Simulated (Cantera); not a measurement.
What does this Cantera script print?

```python
import numpy as np
import cantera as ct

gas_names = """
    CL CL2 H HCL H2 N NH NH2 NH3 N2 N2H2 N2H4 Si SiCL SiCL2 SiCL3 SiCL4 SiH SiHCL3 SiH2 SiH2CL2 SiH3
    SiH3CL SiH4 SiN Si2 Si2N Si3
""".split()
cond_names = """
    NH4CL(a) NH4CL(b) Si(cr) Si(L) Si3N4(a)
""".split()


# ... load() reads the species with a 1 bar reference pressure and builds the phases ...
atoms = {
    'SiH2Cl2': {'Si': 1, 'H': 2, 'CL': 2},
    'Cl2': {'CL': 2},
    'N2': {'N': 2},
}
top_T = {'Si3N4(a)': 2400}  # K; cautious upper limits of use, not melting points


# ... equilibrate(T, P, feed) seeds the gas with the atoms and calls Mixture.equilibrate('TP', solver="vcs", rtol=1e-11, max_steps=5000) ...
results = []
feed = {'SiH2Cl2': 1, 'Cl2': 0.52, 'N2': 8.7}  # mol
P = 101325  # Pa
for T in [1275, 1300, 1325, 1350, 1375, 1400, 1425, 1450]:
    mix = equilibrate(T, P, feed)
    results.append((T, P, feed, dict(zip(mix.species_names, mix.species_moles))))

top = {s: max(r[3][s] / sum(r[3][g] for g in gas_names) for r in results) for s in gas_names}
cols = sorted((s for s in top if top[s] > 1e-06), key=lambda s: -top[s])[:7]
seen = [c for c in cond_names if any(r[3].get(c, 0) > 1e-12 for r in results)]
print("log10 of partial pressures in bar; condensed amounts in mol")
print(f"{'T/K':>10s}" + "".join(f"{s[:9]:>10s}" for s in cols + seen))
for T, P, feed, n in results:
    ng = sum(n[g] for g in gas_names)
    print(f"{T:10.4g}" + "".join(f"{np.log10(max(n[s] / ng * P / 1e5, 1e-99)):10.3f}" for s in cols)
          + "".join(f"{n.get(c, 0):10.4g}" for c in seen))
```

It prints:

```
log10 of partial pressures in bar; condensed amounts in mol
       T/K        N2       HCL     SiCL4        H2     SiCL3     SiCL2    SiHCL3  Si3N4(a)
      1275    -0.092    -0.887    -1.390    -1.492    -3.204    -4.204    -3.389    0.1901
      1300    -0.092    -0.885    -1.395    -1.497    -3.077    -3.987    -3.349    0.1905
      1325    -0.092    -0.882    -1.400    -1.502    -2.956    -3.778    -3.310    0.1907
      1350    -0.092    -0.880    -1.405    -1.507    -2.840    -3.578    -3.274    0.1907
      1375    -0.092    -0.879    -1.411    -1.512    -2.730    -3.386    -3.240    0.1906
      1400    -0.092    -0.877    -1.419    -1.516    -2.624    -3.201    -3.208    0.1902
      1425    -0.093    -0.876    -1.428    -1.519    -2.524    -3.025    -3.178    0.1894
      1450    -0.093    -0.875    -1.439    -1.522    -2.428    -2.855    -3.150    0.1882
```

Equilibrium computed with Cantera from the NASA thermochemical tables; the gas is ideal and each condensed phase is pure. N2 is the only nitrogen source here; it is nearly inert below about 1500 K, so the nitride shown seldom forms there in practice. The tables' values for SiCl3 are old estimates; treat these amounts as uncertain.
